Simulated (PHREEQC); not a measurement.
Consider water at 25 °C with 190 mmol/kgw HF, 0.12 mmol/kgw NaF, 0.032 mmol/kgw H4SiO4 and 4 mmol/kgw H2SO4. Closed to the air; pH follows from the charge balance.

Model: ion-association model, phreeqc.dat, run in PHREEQC.

No solid was allowed to form.

**Question.** Order these F species by the share of F that they hold, largest first: HF2-, F-, SiF6-2, HF.

**Answer.** HF (90 %), HF2- (5.5 %), F- (4.2 %), SiF6-2 (0.10 %)

The pH is 1.77 and the ionic strength 0.0210 mol/kgw. SiF6-2 is the database's only silicon fluoride.
